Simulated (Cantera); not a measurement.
What does this Cantera script print?

```python
import numpy as np
import cantera as ct

gas_names = """
    H HNO HNO2 HNO3 HO2 H2 H2O H2O2 N NH NH2 NH3 NH2OH NO NO2 NO3 N2 N2H2 N2H4 N2O O OH O2 O3 Si SiH
    SiH2 SiH3 SiH4 SiN SiO SiO2 Si2 Si2N Si3
""".split()
cond_names = """
    H2O(s) H2O(L) Si(cr) Si(L) SiO2(Lqz) SiO2(hqz) SiO2(L) Si2N2O(s) Si3N4(a)
""".split()


# ... load() reads the species with a 1 bar reference pressure and builds the phases ...
atoms = {
    'Si2H6': {'Si': 2, 'H': 6},
    'H2O': {'H': 2, 'O': 1},
    'H2': {'H': 2},
    'N2O': {'N': 2, 'O': 1},
}
top_T = {'Si2N2O(s)': 2100, 'Si3N4(a)': 2400}  # K; cautious upper limits of use, not melting points


# ... equilibrate(T, P, feed) seeds the gas with the atoms and calls Mixture.equilibrate('TP', solver="vcs", rtol=1e-11, max_steps=5000) ...
results = []
feed = {'Si2H6': 1, 'H2O': 3.1, 'H2': 0.28, 'N2O': 5.3}  # mol
P = 10000  # Pa
for T in [1348, 1448, 1548, 1648, 1748, 1848, 1948, 2048]:
    mix = equilibrate(T, P, feed)
    results.append((T, P, feed, dict(zip(mix.species_names, mix.species_moles))))

top = {s: max(r[3][s] / sum(r[3][g] for g in gas_names) for r in results) for s in gas_names}
cols = sorted((s for s in top if top[s] > 0.0001), key=lambda s: -top[s])[:8]
seen = [c for c in cond_names if any(r[3].get(c, 0) > 1e-12 for r in results)]
print("log10 of partial pressures in bar; condensed amounts in mol")
print(f"{'T/K':>10s}" + "".join(f"{s[:9]:>10s}" for s in cols + seen))
for T, P, feed, n in results:
    ng = sum(n[g] for g in gas_names)
    print(f"{T:10.4g}" + "".join(f"{np.log10(max(n[s] / ng * P / 1e5, 1e-99)):10.3f}" for s in cols)
          + "".join(f"{n.get(c, 0):10.4g}" for c in seen))
```

It prints:

```
log10 of partial pressures in bar; condensed amounts in mol
       T/K        N2       H2O        H2         H        OH       SiO SiO2(hqz)   SiO2(L)
      1348    -1.343    -1.424    -1.771    -6.521    -7.967   -11.244         2         0
      1448    -1.343    -1.424    -1.771    -5.921    -7.197    -9.790         2         0
      1548    -1.343    -1.424    -1.771    -5.397    -6.526    -8.529         2         0
      1648    -1.343    -1.424    -1.771    -4.936    -5.936    -7.426         2         0
      1748    -1.343    -1.424    -1.771    -4.527    -5.414    -6.460         0         2
      1848    -1.343    -1.424    -1.772    -4.161    -4.947    -5.611         0         2
      1948    -1.344    -1.425    -1.773    -3.833    -4.529    -4.854         0     1.998
      2048    -1.344    -1.425    -1.776    -3.538    -4.150    -4.176         0     1.992
```

Equilibrium computed with Cantera from the NASA thermochemical tables; the gas is ideal and each condensed phase is pure. The feed counts by its element totals alone. The tables hold silica as quartz up to 1696 K and as liquid above; real silica turns to tridymite and cristobalite and melts near 1996 K. Gases not in the tables: Si(OH)4.
